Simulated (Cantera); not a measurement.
Input (Python, Cantera) and output of one run.

```python
import numpy as np
import cantera as ct

gas_names = """
    Hg N NO NO2 NO3 N2 N2O O O2 O3
""".split()
cond_names = """
    Hg(cr) Hg(L) HgO(s)
""".split()


def load(file, names, dense=False):
    # The tables refer to 1 bar. Condensed volumes are neglected.
    table = {s.name: s for s in ct.Species.list_from_file(file)}
    out = []
    for n in names:
        d = dict(table[n].input_data)
        d["thermo"] = dict(d["thermo"], **{"reference-pressure": 1e5})
        if dense:
            d["equation-of-state"] = {"model": "constant-volume", "density": "1e6 g/cm^3"}
        out.append(ct.Species.from_dict(d))
    return out


gas = ct.Solution(thermo="ideal-gas", species=load("nasa_gas.yaml", gas_names))
cond = {s.name: ct.Solution(thermo="fixed-stoichiometry", species=[s], name=s.name)
        for s in load("nasa_condensed.yaml", cond_names, dense=True)}
atoms = {
    'HgO': {'Hg': 1, 'O': 1},
    'O2': {'O': 2},
    'N2': {'N': 2},
}
top_T = {}  # K; cautious upper limits of use, not melting points


def equilibrate(T, P, feed):
    n = {}
    for name, mol in feed.items():
        for a, k in atoms[name].items():
            n[a] = n.get(a, 0.0) + k * mol
    gas.TPX = T, P, n
    mass = sum(n.values()) * gas.mean_molecular_weight
    gas.equilibrate("TP")
    valid = [c for c in cond.values() if c.min_temp <= T <= top_T.get(c.name, c.max_temp)]
    mix = ct.Mixture([(gas, mass / gas.mean_molecular_weight)] + [(c, 0.0) for c in valid])
    mix.T, mix.P = T, P
    mix.equilibrate("TP", solver="vcs", rtol=1e-11, max_steps=5000)
    return mix


results = []
feed = {'HgO': 1, 'O2': 0.46, 'N2': 1}  # mol
P = 60  # Pa
for T in [450, 550, 650, 750, 850, 950, 1050, 1150, 1250, 1350, 1450]:
    mix = equilibrate(T, P, feed)
    results.append((T, P, feed, dict(zip(mix.species_names, mix.species_moles))))

top = {s: max(r[3][s] / sum(r[3][g] for g in gas_names) for r in results) for s in gas_names}
cols = sorted((s for s in top if top[s] > 0.0001), key=lambda s: -top[s])[:8]
seen = [c for c in cond_names if any(r[3].get(c, 0) > 1e-12 for r in results)]
print("log10 of partial pressures in bar; condensed amounts in mol")
print(f"{'T/K':>10s}" + "".join(f"{s[:9]:>10s}" for s in cols + seen))
for T, P, feed, n in results:
    ng = sum(n[g] for g in gas_names)
    print(f"{T:10.4g}" + "".join(f"{np.log10(max(n[s] / ng * P / 1e5, 1e-99)):10.3f}" for s in cols)
          + "".join(f"{n.get(c, 0):10.4g}" for c in seen))
```

Result:

```
log10 of partial pressures in bar; condensed amounts in mol
       T/K        N2        Hg        O2        NO    HgO(s)
       450    -3.397    -5.015    -3.723   -13.506    0.9759
       550    -3.693    -3.693    -3.711   -11.721         0
       650    -3.693    -3.693    -3.711   -10.386         0
       750    -3.693    -3.693    -3.711    -9.407         0
       850    -3.693    -3.693    -3.711    -8.659         0
       950    -3.693    -3.693    -3.711    -8.067         0
      1050    -3.693    -3.693    -3.711    -7.589         0
      1150    -3.693    -3.693    -3.711    -7.193         0
      1250    -3.693    -3.693    -3.711    -6.861         0
      1350    -3.693    -3.693    -3.711    -6.578         0
      1450    -3.694    -3.693    -3.711    -6.334         0
```

Equilibrium computed with Cantera from the NASA thermochemical tables; the gas is ideal and each condensed phase is pure.
